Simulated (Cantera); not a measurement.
Feed: 1 mol CCl4, 0.25 mol H2, held at 77000 Pa.

Equilibrium computed with Cantera from the NASA thermochemical tables; the gas is ideal and each condensed phase is pure. Candidate condensed phases: C, C6H6, C7H8, C8H18; 91 gas species. Gases not in the tables: chlorinated aromatics. Rates play no part. All values below are at 1198 K.

Base state: Cl2 0.773, HCl 0.222, Cl 0.00464, CCl4 0.000541 (mole fractions); condensed: C(graphite).

**Question.** What changes in the equilibrium state with this change: H2 from 0.25 to 17 mol?

**Answer.** 
```
species             before    after
----------------  --------  -------
H2                   <1e-9    0.780
HCl                  0.222    0.212
CH4                  <1e-9  0.00752
Cl2                  0.773    <1e-9
CCl4              0.000541    <1e-9
Cl                 0.00464  4.51e-8
C(graphite), mol     0.999    0.858
```
